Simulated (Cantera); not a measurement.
What does this Cantera script print?

```python
import numpy as np
import cantera as ct

gas_names = """
    Cu CuO Cu2 H HNO HNO2 HNO3 HO2 H2 H2O H2O2 N NH NH2 NH3 NH2OH NO NO2 NO3 N2 N2H2 N2H4 N2O O OH O2 O3
""".split()
cond_names = """
    Cu(cr) Cu(L) CuO(s) CuO2H2(s) Cu2O(s) Cu2O(L) H2O(s) H2O(L)
""".split()


def load(file, names, dense=False):
    # The tables refer to 1 bar. Condensed volumes are neglected.
    table = {s.name: s for s in ct.Species.list_from_file(file)}
    out = []
    for n in names:
        d = dict(table[n].input_data)
        d["thermo"] = dict(d["thermo"], **{"reference-pressure": 1e5})
        if dense:
            d["equation-of-state"] = {"model": "constant-volume", "density": "1e6 g/cm^3"}
        out.append(ct.Species.from_dict(d))
    return out


gas = ct.Solution(thermo="ideal-gas", species=load("nasa_gas.yaml", gas_names))
cond = {s.name: ct.Solution(thermo="fixed-stoichiometry", species=[s], name=s.name)
        for s in load("nasa_condensed.yaml", cond_names, dense=True)}
atoms = {
    'Cu2O': {'Cu': 2, 'O': 1},
    'H2': {'H': 2},
    'N2': {'N': 2},
}
top_T = {'CuO(s)': 1390}  # K; cautious upper limits of use, not melting points


def equilibrate(T, P, feed):
    n = {}
    for name, mol in feed.items():
        for a, k in atoms[name].items():
            n[a] = n.get(a, 0.0) + k * mol
    gas.TPX = T, P, n
    mass = sum(n.values()) * gas.mean_molecular_weight
    gas.equilibrate("TP")
    valid = [c for c in cond.values() if c.min_temp <= T <= top_T.get(c.name, c.max_temp)]
    mix = ct.Mixture([(gas, mass / gas.mean_molecular_weight)] + [(c, 0.0) for c in valid])
    mix.T, mix.P = T, P
    mix.equilibrate("TP", solver="vcs", rtol=1e-11, max_steps=5000)
    return mix


results = []
feed = {'Cu2O': 1, 'H2': 6.8, 'N2': 8.8}  # mol
P = 55  # Pa
for T in [1100, 1200, 1300, 1400, 1500, 1600, 1700, 1800, 1900]:
    mix = equilibrate(T, P, feed)
    results.append((T, P, feed, dict(zip(mix.species_names, mix.species_moles))))
    x = sorted(zip(gas.X, gas.species_names), reverse=True)
    print(f"T = {T:g} K  P = {P:g} Pa  gas = {mix.phase_moles(0):.4g} mol")
    print("   x: " + "  ".join(f"{s} {v:.3e}" for v, s in x if v > 0.0001))
    print("   condensed (mol): " + ("  ".join(f"{mix.phase(i).name} {mix.phase_moles(i):.4g}"
          for i in range(1, mix.n_phases) if mix.phase_moles(i) > 1e-12) or "none"))
```

It prints:

```
T = 1100 K  P = 55 Pa  gas = 15.6 mol
   x: N2 5.641e-01  H2 3.718e-01  H2O 6.410e-02
   condensed (mol): Cu(cr) 2
T = 1200 K  P = 55 Pa  gas = 15.6 mol
   x: N2 5.641e-01  H2 3.718e-01  H2O 6.410e-02
   condensed (mol): Cu(cr) 2
T = 1300 K  P = 55 Pa  gas = 15.6 mol
   x: N2 5.639e-01  H2 3.717e-01  H2O 6.408e-02  Cu 2.868e-04
   condensed (mol): Cu(cr) 1.996
T = 1400 K  P = 55 Pa  gas = 15.64 mol
   x: N2 5.627e-01  H2 3.708e-01  H2O 6.394e-02  Cu 2.452e-03  H 1.263e-04
   condensed (mol): Cu(L) 1.962
T = 1500 K  P = 55 Pa  gas = 15.84 mol
   x: N2 5.555e-01  H2 3.659e-01  H2O 6.313e-02  Cu 1.495e-02  H 4.540e-04
   condensed (mol): Cu(L) 1.763
T = 1600 K  P = 55 Pa  gas = 16.83 mol
   x: N2 5.229e-01  H2 3.440e-01  Cu 7.229e-02  H2O 5.941e-02  H 1.360e-03
   condensed (mol): Cu(L) 0.7817
T = 1700 K  P = 55 Pa  gas = 17.63 mol
   x: N2 4.991e-01  H2 3.272e-01  Cu 1.133e-01  H2O 5.668e-02  H 3.594e-03
   condensed (mol): none
T = 1800 K  P = 55 Pa  gas = 17.68 mol
   x: N2 4.978e-01  H2 3.238e-01  Cu 1.131e-01  H2O 5.646e-02  H 8.688e-03  OH 1.000e-04
   condensed (mol): none
T = 1900 K  P = 55 Pa  gas = 17.77 mol
   x: N2 4.952e-01  H2 3.170e-01  Cu 1.125e-01  H2O 5.597e-02  H 1.905e-02  OH 2.763e-04
   condensed (mol): none
```

These are equilibrium values from Cantera (NASA tables, ideal gas, pure condensed phases), not measurements of a reactor.
